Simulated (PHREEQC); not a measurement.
**Metal-bearing waste water: an equilibrium model**

Consider water at 25 °C with 0.18 mol CuSO4, 0.027 mol CuCl2, 0.00014 mol NaHCO3 and 0.018 mol Na2SO4 per kg of water. Closed to the air; pH follows from the charge balance.

Computed with PHREEQC (ion-association model, wateq4f.dat).

Precipitation was switched off in this run.

Predict the pH.

pH 4.51.

In which forms is Na present?

Na+ 91 %, NaSO4- 9.4 % of the Na.

Saturation is exceeded, for instance for Antlerite, Brochantite; the values hold only as long as no solid forms. Species that the database lacks are ignored.
